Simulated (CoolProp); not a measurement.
Vapour-liquid equilibrium of hexamethyldisiloxane (MM) (1) + toluene (2) at 285.3 K; x and y are mole fractions of (1).

The numbers come from the multi-fluid Helmholtz-energy mixture model, Thol 2016 and Lemmon 2006; pair parameters Bell 2016 in CoolProp.

| x | bubble pressure (bar) | y at the bubble point | dew pressure at overall composition x (bar) | liquid density (mol/L) |
|---|---|---|---|---|
| 0.05 | 0.01986 | 0.097 | 0.01937 | 9.091 |
| 0.15 | 0.02166 | 0.255 | 0.02044 | 8.377 |
| 0.25 | 0.02319 | 0.379 | 0.02160 | 7.749 |
| 0.35 | 0.02448 | 0.479 | 0.02283 | 7.195 |
| 0.45 | 0.02555 | 0.565 | 0.02411 | 6.702 |
| 0.55 | 0.02641 | 0.641 | 0.02537 | 6.261 |
| 0.65 | 0.02709 | 0.713 | 0.02650 | 5.866 |
| 0.75 | 0.02761 | 0.785 | 0.02738 | 5.510 |
| 0.85 | 0.02794 | 0.862 | 0.02790 | 5.188 |
| 0.95 | 0.02806 | 0.950 | 0.02806 | 4.896 |

y crosses x between x = 0.85 and 0.95: the model has an azeotrope there.

Pair parameters are fitted to limited data, so mixtures are less certain than the pure fluids.
